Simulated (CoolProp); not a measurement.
Methane at 298.15 K and 0.916 MPa flows at 9 m/s in a round tube of 20 mm bore and 0.25 µm roughness, fully developed (64/Re and Nu = 3.66 if laminar; Colebrook and Gnielinski if turbulent). Each further row changes one setting.

Model: reference Helmholtz-energy equation of state, Setzmann 1991, in CoolProp.

```tsv
case	Reynolds number	Darcy friction factor	pressure drop (Pa/m)	heat-transfer coefficient (W/(m² K))	mass flow (kg/h)
as stated	95900	0.0182	222	312	61.3
velocity 18 m/s	192000	0.0159	774	543	123
diameter 40 mm	192000	0.0158	96.5	271	245
```

Viscosity comes from a separate model (Quiñones-Cisneros 2006). Thermal conductivity comes from a separate model (Friend 1989).
